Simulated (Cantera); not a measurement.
A closed system holds: 1 mol Na2SO4, 0.13 mol H2O, 0.12 mol O2, equilibrated at 43.0 Pa.

Equilibrium computed with Cantera from the NASA thermochemical tables; the gas is ideal and each condensed phase is pure. Candidate condensed phases: H2O, H2SO4, Na, NaOH, NaO2, Na2O, Na2O2, Na2S, Na2SO4, S; 27 gas species. Rates play no part.

### Question
At 1323 K, list the 7 most abundant gas species with their mole fractions, and the condensed phases.

### Answer
H2O 0.505, O2 0.474, NaOH 0.0101, SO2 0.00555, Na2SO4 0.00422, Na 0.00102, OH 0.000261. Condensed: Na2SO4(l).
